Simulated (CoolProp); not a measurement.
Vapour-liquid equilibrium of R125 (1) + R236FA (2) at 0.134 bar; x and y are mole fractions of (1).

The numbers come from the multi-fluid Helmholtz-energy mixture model, Lemmon 2005 and Pan 2012; pair parameters Bell 2016 in CoolProp.

Give the bubble temperature and the first vapour's composition at x = 0.05, 0.25, 0.65. Is there an azeotrope?

x = 0.05: -48.3 °C, y = 0.383; x = 0.25: -63.8 °C, y = 0.840; x = 0.65: -76.3 °C, y = 0.973. No azeotrope shows between x = 0.05 and 0.95.

The pair parameters rest on a limited set of measurements; away from them the model extrapolates.
